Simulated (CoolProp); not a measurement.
Vapour-liquid equilibrium of R143a (1) + R134a (2) at 295.8 K; x and y are mole fractions of (1).

The numbers come from the multi-fluid Helmholtz-energy mixture model, Lemmon and Jacobsen 2000 and Tillner-Roth 1994; pair parameters Lemmon 2004 in CoolProp.

| x | bubble pressure, mixture model (kPa) | bubble pressure, Raoult's law (kPa) | y, mixture model | y, Raoult's law |
|---|---|---|---|---|
| 0.05 | ___ | 648.3 | 0.082 | 0.091 |
| 0.2 | 727.4 | 733.2 | ___ | 0.324 |
| 0.35 | ___ | 818.2 | 0.474 | 0.507 |
| 0.5 | 893.1 | 903.1 | 0.623 | 0.657 |
| 0.65 | 978.4 | 988.0 | 0.752 | 0.780 |
| 0.8 | 1066 | 1073 | ___ | 0.884 |
| 0.95 | 1156 | 1158 | 0.968 | 0.973 |

Question: Complete the blanks.

Answer: 
- 0.05, bubble pressure, mixture model (kPa): 646.7
- 0.2, y, mixture model: 0.297
- 0.35, bubble pressure, mixture model (kPa): 809.6
- 0.8, y, mixture model: 0.866

The largest gap from Raoult's law is -1.1 % in bubble pressure, at x = 0.5. No azeotrope shows between x = 0.05 and 0.95.

The pair parameters rest on a limited set of measurements; away from them the model extrapolates.
